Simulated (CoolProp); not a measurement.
Model: reference Helmholtz-energy equation of state, de Reuck 1993, in CoolProp.

Question: For methanol, give the phase and the speed of sound (m/s), conductivity (mW/(m K)) at 545 K and 0.493 MPa; 545 K and 43.3 MPa.

Answer: 
- 545 K and 0.493 MPa: gas; speed of sound 399, conductivity 45.3
- 545 K and 43.3 MPa: supercritical; speed of sound 710, conductivity 176

Thermal conductivity comes from a separate model (Sykioti 2013).
